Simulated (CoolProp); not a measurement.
A closed Brayton cycle with carbon dioxide: compressor inlet 311.15 K and 9.4 MPa, high pressure 28.9 MPa, turbine inlet 795 K, compressor efficiency 0.89, turbine efficiency 0.9, recuperator effectiveness 0.9 (on enthalpy, no pinch check). Each further row changes one setting.

Computed with CoolProp (reference Helmholtz-energy equation of state, Span 1996).

```
case                           thermal efficiency (%)  net work (kJ/kg)  compressor to turbine work  compressor exit (K)  turbine exit (K)
-----------------------------  ----------------------  ----------------  --------------------------  -------------------  ----------------
as stated                                           ?               109                        0.22                348.3             663.6
turbine inlet 745 K                              34.0                 ?                        0.24                348.3             618.2
compressor inlet 321.15 K                           ?              93.3                        0.33                    ?             663.6
high pressure 24.6 MPa                           34.0              96.7                           ?                    ?             681.9
recuperator effectiveness 0.5                    23.7               109                        0.22                348.3             663.6
```

**Question.** Some entries are withheld; supply them.

**Answer.** 
- as stated, thermal efficiency (%): 35.7
- turbine inlet 745 K, net work (kJ/kg): 98.3
- compressor inlet 321.15 K, thermal efficiency (%): 34.3
- compressor inlet 321.15 K, compressor exit (K): 395.6
- high pressure 24.6 MPa, compressor to turbine work: 0.20
- high pressure 24.6 MPa, compressor exit (K): 342.1
